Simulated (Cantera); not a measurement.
A closed system holds: 1 mol V, 0.16 mol NH₃, 5.6 mol H₂, held at 2273 K and 66.0 Pa.

Equilibrium computed with Cantera from the NASA thermochemical tables; the gas is ideal and each condensed phase is pure. Candidate condensed phases: V, VN; 11 gas species. Condensed phases not in the tables: V₂N, N, O or C dissolved in the metal. Equilibrium is a limit: real reactors are often held back by kinetics, nucleation or transport.

**Question.** What is the equilibrium state?

**Answer.** 
| Item | Value |
|---|---|
| x(H₂) | 0.610 |
| x(H) | 0.255 |
| x(V) | 0.124 |
| x(N₂) | 0.0101 |
| n(V(l)) | 0.0171 mol |
| gas amount | 7.914 mol |
